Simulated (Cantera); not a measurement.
Feed: 1 mol C, 0.1 mol NH3, 34 mol H2, held at 1648 K.

Method: chemical equilibrium by Gibbs-energy minimisation in Cantera with the NASA 1993 tables (ideal gas, pure condensed phases). Candidate condensed phases: C, C6H6, C7H8, C8H18; 92 gas species. Rates play no part.

Question: At 1.60 mbar, list the 4 most abundant gas species with their mole fractions, and the condensed phases.

Answer: H2 0.996, H 0.00222, N2 0.00141, HCN 0.000102. Condensed: C(graphite).
